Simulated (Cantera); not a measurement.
Feed: 1 mol Zr, 5.4 mol N2O, 66 mol N2, held at 2400 K and 13300 Pa.

Cantera equilibrium calculation (NASA polynomials, part measured and part estimated; ideal gas, pure solids and liquids). Candidate condensed phases: Zr, ZrN, ZrO2; 13 gas species. Rates play no part.

Base state: N2 0.972, O2 0.0185, NO 0.00630, O 0.00323 (mole fractions); condensed: ZrO2(tetragonal).

**Question.** What changes in the equilibrium state with this change: temperature from 2400 K to 1698.15 K?

**Answer.** 
```tsv
species	before	after
N2	0.972	0.976
O2	0.0185	0.0227
NO	0.00630	0.00105
O	0.00323	1.81e-5
ZrO2(tetragonal), mol	1.000	1.00
```

**Question.** What changes in the equilibrium state with this change: pressure from 13300 Pa to 840000 Pa?

**Answer.** 
```tsv
species	before	after
N2	0.972	0.973
O2	0.0185	0.0198
NO	0.00630	0.00653
O	0.00323	0.000421
ZrO2(tetragonal), mol	1.000	1.000
```
